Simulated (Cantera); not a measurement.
Charge: 1 mol Si, 4.4 mol H2O, 9.3 mol N2, 0.022 mol N2O, at 0.133 bar.

Equilibrium computed with Cantera from the NASA thermochemical tables; the gas is ideal and each condensed phase is pure. Candidate condensed phases: H2O, Si, SiO2, Si2N2O, Si3N4; 35 gas species. The tables hold silica as quartz up to 1696 K and as liquid above; real silica turns to tridymite and cristobalite and melts near 1996 K. Gases not in the tables: Si(OH)4. The numbers say what is thermodynamically allowed, not how fast it happens.

log p: log10 of the partial pressure in bar; n: condensed amount in mol.

| T (°C) | log p N2 | log p H2O | log p H2 | log p H | log p SiO | n SiO2(β-quartz) | n SiO2(condensed) | n SiO2(l) |
|---|---|---|---|---|---|---|---|---|
| 1325 | -1.04 | -1.63 | -1.72 | -5.13 | -7.70 | 1.000 | 0 | 0 |
| 1375 | -1.04 | -1.63 | -1.72 | -4.91 | -7.17 | 1.000 | 0 | 0 |
| 1425 | -1.04 | -1.63 | -1.72 | … | … | 0 | 1.000 | 0 |
| 1475 | -1.04 | -1.63 | -1.72 | -4.50 | -6.20 | 0 | 1.000 | 0 |
| 1525 | -1.04 | -1.63 | -1.72 | … | … | 0 | 1.000 | 0 |
| 1575 | -1.04 | -1.63 | -1.72 | -4.13 | -5.35 | 0 | 1.000 | 0 |
| 1625 | -1.04 | -1.63 | -1.72 | -3.97 | -4.96 | 0 | 0.999 | 0 |
| 1675 | -1.04 | -1.63 | -1.72 | -3.81 | -4.60 | 0 | 0.997 | 0 |
| 1725 | -1.04 | -1.63 | -1.72 | -3.65 | -4.25 | 0 | 0 | 0.994 |
| 1775 | -1.04 | -1.63 | -1.72 | -3.51 | -3.92 | 0 | 0 | 0.988 |
| 1825 | -1.04 | -1.63 | -1.73 | -3.38 | -3.61 | 0 | 0 | 0.975 |

Problem. Complete the blanks.

Solution. 
- 1525, log p H: -4.31
- 1525, log p SiO: -5.76
- 1425, log p H: -4.70
- 1425, log p SiO: -6.67
